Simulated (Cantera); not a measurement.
Gas-phase reforming

An isothermal, constant-pressure homogeneous reactor starts with 49.8 % CH4, 16.9 % CO2, 33.3 % H2, at 1900 K and 90.0 Torr.

Cantera simulation using GRI-Mech 3.0 (53 species, 325 reactions); the numbers are that mechanism's predictions, not measurements. GRI-Mech 3.0 stops at C3 and has no aromatics, soot or wall deposition, so with more carbon than oxygen in the feed, carbon stays in small species such as C2H2 where larger ones or solid carbon would form.

```json
[
 {"t (s)": "0.000600", "x CH4": "0.394", "x CO2": "0.155", "x H2": "0.395", "x C2H6": "0.000793", "x CH3": "0.0125", "x H2O2": "<1e-12"},
 {"t (s)": "0.00165", "x CH4": "0.226", "x CO2": "0.119", "x H2": "0.517", "x C2H6": "0.000315", "x CH3": "0.00804", "x H2O2": "<1e-12"},
 {"t (s)": "0.00452", "x CH4": "0.101", "x CO2": "0.0689", "x H2": "0.586", "x C2H6": "7.51e-5", "x CH3": "0.00407", "x H2O2": "<1e-12"},
 {"t (s)": "0.0124", "x CH4": "0.0348", "x CO2": "0.0178", "x H2": "0.600", "x C2H6": "1.19e-5", "x CH3": "0.00171", "x H2O2": "1.67e-12"},
 {"t (s)": "0.0341", "x CH4": "0.0137", "x CO2": "0.00434", "x H2": "0.619", "x C2H6": "2.22e-6", "x CH3": "0.000768", "x H2O2": "1.79e-12"},
 {"t (s)": "0.0935", "x CH4": "0.00926", "x CO2": "0.00316", "x H2": "0.646", "x C2H6": "1.02e-6", "x CH3": "0.000522", "x H2O2": "<1e-12"},
 {"t (s)": "0.257", "x CH4": "0.00569", "x CO2": "0.00139", "x H2": "0.675", "x C2H6": "3.73e-7", "x CH3": "0.000316", "x H2O2": "<1e-12"},
 {"t (s)": "0.705", "x CH4": "0.00220", "x CO2": "0.000177", "x H2": "0.693", "x C2H6": "5.69e-8", "x CH3": "0.000121", "x H2O2": "<1e-12"},
 {"t (s)": "1.93", "x CH4": "0.000672", "x CO2": "8.27e-7", "x H2": "0.696", "x C2H6": "7.21e-9", "x CH3": "3.71e-5", "x H2O2": "<1e-12"},
 {"t (s)": "5.31", "x CH4": "0.000624", "x CO2": "1.08e-8", "x H2": "0.696", "x C2H6": "6.51e-9", "x CH3": "3.44e-5", "x H2O2": "<1e-12"},
 {"t (s)": "14.6", "x CH4": "0.000624", "x CO2": "1.08e-8", "x H2": "0.696", "x C2H6": "6.51e-9", "x CH3": "3.44e-5", "x H2O2": "<1e-12"},
 {"t (s)": "40.0", "x CH4": "0.000624", "x CO2": "1.08e-8", "x H2": "0.696", "x C2H6": "6.51e-9", "x CH3": "3.44e-5", "x H2O2": "<1e-12"}
]
```
x: mole fraction; the columns are a selection and need not sum to one.

Equilibrium at this temperature and pressure: CH4 0.000624, CO2 1.08e-8, H2 0.696, C2H6 6.51e-9, CH3 3.44e-5, H2O2 <1e-12 (gas phase only).
